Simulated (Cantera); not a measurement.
Thermodynamics of silicon nitride deposition, feed SiHCl3 + NH3 + N2

A closed system holds: 1 mol SiHCl3, 0.32 mol NH3, 96 mol N2, held at 100000 Pa.

Equilibrium computed with Cantera from the NASA thermochemical tables; the gas is ideal and each condensed phase is pure. Candidate condensed phases: NH4Cl, Si, Si3N4; 28 gas species. The tables' values for SiCl3 are old estimates; treat these amounts as uncertain. Equilibrium is a limit: real reactors are often held back by kinetics, nucleation or transport.

| T (K) | x N2 | x HCl | x SiCl4 | x H2 | n Si3N4(s) |
|---|---|---|---|---|---|
| 898 | 0.979 | 0.0150 | 0.00391 | 0.00251 | 0.206 |
| 973 | 0.978 | 0.0155 | 0.00379 | 0.00227 | 0.210 |
| 1048 | 0.978 | 0.0159 | 0.00369 | 0.00209 | 0.213 |
| 1123 | 0.978 | 0.0162 | 0.00361 | 0.00193 | 0.215 |
| 1198 | 0.978 | 0.0164 | 0.00353 | 0.00181 | 0.217 |
| 1273 | 0.978 | 0.0166 | 0.00343 | 0.00171 | 0.218 |
| 1348 | 0.978 | 0.0167 | 0.00327 | 0.00164 | 0.217 |
| 1423 | 0.978 | 0.0168 | 0.00300 | 0.00160 | 0.213 |
| 1498 | 0.978 | 0.0167 | 0.00253 | 0.00162 | 0.202 |
| 1573 | 0.977 | 0.0165 | 0.00181 | 0.00174 | 0.180 |
x: gas mole fraction; n: condensed amount in mol.

From 898 K to 1573 K the condensed part is Si3N4(s). The main Si-bearing gas is SiCl4 throughout. The share of Si in condensed phases is highest at 1273 K (65.3 %) and lowest at 1573 K (54.1 %).
